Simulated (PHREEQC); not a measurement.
Dissolve 0.048 mol/kgw KHSO4 at 20 °C and 300 atm. It is in equilibrium with CO2 at log p = -3.5 (atm). Otherwise closed; pH follows from the charge balance.

Model: ion-association model, phreeqc.dat, run in PHREEQC.

Each row changes one thing in this solution. This is a speciation only: nothing precipitates in the calculation.

```
case                                            pH  ionic strength (mol/kgw)  K+ (mol/kgw)  HCO3- (mol/kgw)
--------------------------------------------  ----  ------------------------  ------------  ---------------
as made                                       1.62                     0.101        0.0455         2.48e-10
KHSO4 from 0.048 to 0.48 mol/kgw              0.85                     0.748         0.425         4.67e-11
0.011 mol/kgw Na2CO3 added                    1.92                         …        0.0451         4.99e-10
diluted 100-fold with water                   3.35                   0.00142      0.000479          1.09e-8
temperature from 20 to 60 °C                  1.76                    0.0838        0.0447         1.75e-10
KHSO4 replaced by KHCO3 at the same molality  9.64                    0.0595        0.0480           0.0249
KHSO4 from 0.048 to 0.0096 mol/kgw               …                    0.0243       0.00938         8.10e-10
```

Problem. Fill in the missing entries.

Solution. 
- 0.011 mol/kgw Na2CO3 added, ionic strength (mol/kgw): 0.113
- KHSO4 from 0.048 to 0.0096 mol/kgw, pH: 2.17

The ionic strength passes 0.7 mol/kgw, the rough limit of the ion-association models, in KHSO4 from 0.048 to 0.48 mol/kgw. Under pressure, the constants of complexes without a molar volume in the database are unreliable. At this temperature some constants are extrapolated from 25 °C, and those without enthalpy data are left unchanged.
